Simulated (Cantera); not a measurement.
A freely propagating, adiabatic, planar premixed flame of CH₄ : C₂H₆ : O₂ : N₂ = 1 : 0.34 : 2.66 : 10 (molar parts), equivalence ratio 1.2, unburnt at 625 K and 0.350 bar; mixture-averaged transport, grid criteria slope 0.08 and curve 0.16, no radiation.

Cantera simulation using GRI-Mech 3.0 (53 species, 325 reactions); the numbers are that mechanism's predictions, not measurements. Burning velocities carry a grid error of a few per cent, more on coarse grids.

Task: How do the results move with these cheaper or finer settings: unity-Lewis-number transport; multicomponent transport; multicomponent+Soret transport; grid criteria slope 0.5, curve 1; grid criteria slope 0.25, curve 0.5; grid criteria slope 0.03, curve 0.06?

Result: 
```json
[
 {"setting": "as above", "laminar burning velocity": "164 cm/s", "thermal thickness": "0.785 mm", "peak x(OH)": "0.00963", "peak x(O)": "0.00367", "grid points": "160"},
 {"setting": "unity-Lewis-number transport", "laminar burning velocity": "106 cm/s", "thermal thickness": "0.986 mm", "peak x(OH)": "0.00998", "peak x(O)": "0.00448", "grid points": "148"},
 {"setting": "multicomponent transport", "laminar burning velocity": "163 cm/s", "thermal thickness": "0.796 mm", "peak x(OH)": "0.00963", "peak x(O)": "0.00367", "grid points": "162"},
 {"setting": "multicomponent+Soret transport", "laminar burning velocity": "162 cm/s", "thermal thickness": "0.791 mm", "peak x(OH)": "0.00968", "peak x(O)": "0.00376", "grid points": "161"},
 {"setting": "grid criteria slope 0.5, curve 1", "laminar burning velocity": "177 cm/s", "thermal thickness": "0.872 mm", "peak x(OH)": "0.00995", "peak x(O)": "0.00394", "grid points": "53"},
 {"setting": "grid criteria slope 0.25, curve 0.5", "laminar burning velocity": "170 cm/s", "thermal thickness": "0.817 mm", "peak x(OH)": "0.00978", "peak x(O)": "0.00379", "grid points": "75"},
 {"setting": "grid criteria slope 0.03, curve 0.06", "laminar burning velocity": "161 cm/s", "thermal thickness": "0.777 mm", "peak x(OH)": "0.00955", "peak x(O)": "0.00363", "grid points": "370"}
]
```
The base run took around 60 core-seconds (rough).
Unity Lewis numbers drop preferential diffusion, which matters most where H2 and H carry the flame; Soret adds thermal diffusion.
